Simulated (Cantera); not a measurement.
A freely propagating, adiabatic, planar premixed flame of CH₄ : O₂ : N₂ = 1 : 1.82 : 6.36 (molar parts), unburnt at 700 K and 5.70 bar; mixture-averaged transport, grid criteria slope 0.08 and curve 0.16, no radiation.

Detailed kinetics in Cantera: GRI-Mech 3.0 (53 species, 325 reactions). Burning velocities carry a grid error of a few per cent, more on coarse grids.

What does this change do: CH4 1 to 1.3 parts?


```tsv
quantity	before	after
laminar burning velocity	115 cm/s	59.0 cm/s
thermal thickness	0.0724 mm	0.125 mm
peak x(H₂O₂)	3.78e-5	3.22e-5
peak x(CH₃)	0.00340	0.00333
peak x(H₂)	0.0257	0.0686
peak x(CO)	0.0584	0.0847
```

What does this change do: 0.12 parts CO2 added?


```json
[
 {"quantity": "laminar burning velocity", "before": "115 cm/s", "after": "105 cm/s"},
 {"quantity": "thermal thickness", "before": "0.0724 mm", "after": "0.0770 mm"},
 {"quantity": "peak x(H₂O₂)", "before": "3.78e-5", "after": "3.69e-5"},
 {"quantity": "peak x(CH₃)", "before": "0.00340", "after": "0.00314"},
 {"quantity": "peak x(H₂)", "before": "0.0257", "after": "0.0240"},
 {"quantity": "peak x(CO)", "before": "0.0584", "after": "0.0585"}
]
```
